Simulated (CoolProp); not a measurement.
Vapour-liquid equilibrium of dimethyl ether (1) + isobutane (2) at 204.8 K; x and y are mole fractions of (1).

Values from CoolProp's multi-fluid Helmholtz-energy mixture model, Wu 2011 and Bücker 2006; pair parameters Bell 2016.

### Question
Give the bubble pressure and the first vapour's composition at x = 0.05, 0.65, 0.85. Is there an azeotrope?

### Answer
x = 0.05: 0.006116 MPa, y = 0.166; x = 0.65: 0.009629 MPa, y = 0.718; x = 0.85: 0.009765 MPa, y = 0.840. y crosses x between x = 0.75 and 0.85: the model has an azeotrope there.

The pair parameters rest on a limited set of measurements; away from them the model extrapolates.
